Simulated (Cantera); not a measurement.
Charge: 1 mol PbO, 0.055 mol CO, 0.24 mol H2, equilibrated at 525 °C and 75000 Pa.

Cantera equilibrium calculation (NASA polynomials, part measured and part estimated; ideal gas, pure solids and liquids). Candidate condensed phases: C, C6H6, C7H8, C8H18, H2O, Pb, PbO, PbO2, Pb3O4; 113 gas species. The numbers say what is thermodynamically allowed, not how fast it happens.

Base state: H2O 0.814, CO2 0.186, H2 5.08e-5 (mole fractions); condensed: Pb(l) + PbO(yellow).

What changes in the equilibrium state with this change: temperature from 525 °C to 975 °C?


```
species            before     after
----------------  -------  --------
H2O                 0.814     0.812
CO2                 0.186     0.186
Pb                7.64e-8   0.00173
PbO                 <1e-9  0.000235
CO                2.72e-6  0.000111
H2                5.08e-5  0.000311
Pb(l), mol          0.295     0.294
PbO(yellow), mol    0.705         0
PbO(l), mol             0     0.705
```
Each liquid is taken as pure. Mutual solubility and eutectic melting of coexisting phases are not modelled. Gases not in the tables: (PbO)n polymers.

What changes in the equilibrium state with this change: temperature from 525 °C to 1202 °C?


```json
[
 {"species": "H2O", "before": "0.814", "after": "0.785"},
 {"species": "CO2", "before": "0.186", "after": "0.180"},
 {"species": "Pb", "before": "7.64e-8", "after": "0.0256"},
 {"species": "PbO", "before": "<1e-9", "after": "0.00851"},
 {"species": "OH", "before": "<1e-9", "after": "1.11e-5"},
 {"species": "CO", "before": "2.72e-6", "after": "0.000434"},
 {"species": "Pb(l), mol", "before": "0.295", "after": "0.287"},
 {"species": "PbO(yellow), mol", "before": "0.705", "after": "0"},
 {"species": "PbO(l), mol", "before": "0", "after": "0.703"}
]
```
Each liquid is taken as pure. Mutual solubility and eutectic melting of coexisting phases are not modelled. Gases not in the tables: (PbO)n polymers.
